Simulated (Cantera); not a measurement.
A freely propagating, adiabatic, planar premixed flame of 53.2 % H₂, 9.84 % O₂, 37.0 % N₂, equivalence ratio 2.7, unburnt at 598 K and 0.640 bar; mixture-averaged transport, grid criteria slope 0.08 and curve 0.16, no radiation.

Cantera simulation using the H2/O2 subset of GRI-Mech 3.0, which has no nitrogen chemistry; the numbers are that mechanism's predictions, not measurements. Burning velocities carry a grid error of a few per cent, more on coarse grids.

### Question
Predict: laminar burning velocity; thermal thickness; peak x(H); peak x(HO₂); peak x(OH); peak x(O).

### Answer
```
Quantity                    Result
------------------------  --------
laminar burning velocity  785 cm/s
thermal thickness         0.854 mm
peak x(H)                   0.0893
peak x(HO₂)               0.000155
peak x(OH)                 0.00203
peak x(O)                  0.00242
```
